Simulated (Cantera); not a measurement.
A Cantera script and its output.

```python
import numpy as np
import cantera as ct

gas = ct.Solution("gri30.yaml")
gas.TPX = 775, 43000, {'CH4': 1, 'H2': 1.1, 'O2': 1.82, 'N2': 6.85}
inlet = ct.Reservoir(gas, clone=True)
gas.equilibrate("HP")  # start burning
reactor = ct.IdealGasConstPressureReactor(gas, energy="on", clone=False)
exhaust = ct.Reservoir(gas, clone=True)
tau = [0.025, 0.012, 0.0063, 0.0032, 0.0016, 0.00083, 0.00042, 0.00021, 0.00011, 5.5e-05, 2.8e-05, 1.4e-05][0]
for a, b in ((inlet, reactor), (reactor, exhaust)):
    ct.MassFlowController(a, b, mdot=lambda t: reactor.mass / tau)
net = ct.ReactorNet([reactor])
show = ['CH4', 'H2', 'O2', 'CH2CO', 'HO2', 'HCO']

rows = []
print(f"{'tau/s':>10s}{'T/K':>9s}" + "".join(f"{s:>11s}" for s in show))
for tau in [0.025, 0.012, 0.0063, 0.0032, 0.0016, 0.00083, 0.00042, 0.00021, 0.00011, 5.5e-05, 2.8e-05, 1.4e-05]:
    net.initial_time = 0.0
    net.advance(30 * tau)
    before = gas.X
    net.advance(40 * tau)
    drift = np.max(np.abs(gas.X - before) / (gas.X + 1e-9))
    rows.append([gas.T, *gas[show].X, drift])
    print(f"{tau:10.3e}{gas.T:9.1f}" + "".join(f"{x:11.3e}" for x in gas[show].X))
```

It prints:

```
     tau/s      T/K        CH4         H2         O2      CH2CO        HO2        HCO
 2.500e-02   2321.2  1.237e-05  7.130e-02  5.797e-04  7.281e-09  1.571e-07  2.323e-07
 1.200e-02   2298.0  1.927e-05  7.121e-02  8.549e-04  1.085e-08  2.165e-07  4.189e-07
 6.300e-03   2272.6  2.902e-05  7.114e-02  1.204e-03  1.563e-08  2.860e-07  7.124e-07
 3.200e-03   2241.7  4.632e-05  7.112e-02  1.703e-03  2.438e-08  3.801e-07  1.261e-06
 1.600e-03   2207.1  7.841e-05  7.116e-02  2.384e-03  4.305e-08  5.067e-07  2.298e-06
 8.300e-04   2173.9  1.355e-04  7.130e-02  3.245e-03  8.535e-08  6.742e-07  4.135e-06
 4.200e-04   2140.6  2.519e-04  7.164e-02  4.530e-03  2.065e-07  9.541e-07  7.781e-06
 2.100e-04   2106.2  5.043e-04  7.243e-02  6.715e-03  6.101e-07  1.543e-06  1.522e-05
 1.100e-04   2065.5  1.049e-03  7.422e-02  1.066e-02  2.002e-06  3.031e-06  2.937e-05
 5.500e-05   1975.2  3.020e-03  8.091e-02  2.193e-02  1.087e-05  1.085e-05  6.412e-05
 2.800e-05    775.0  9.285e-02  1.021e-01  1.690e-01 -1.231e-17  1.095e-13 -8.641e-27
 1.400e-05    775.0  9.285e-02  1.021e-01  1.690e-01  2.186e-22  5.113e-14  6.502e-29
```

Detailed kinetics in Cantera: GRI-Mech 3.0 (53 species, 325 reactions).
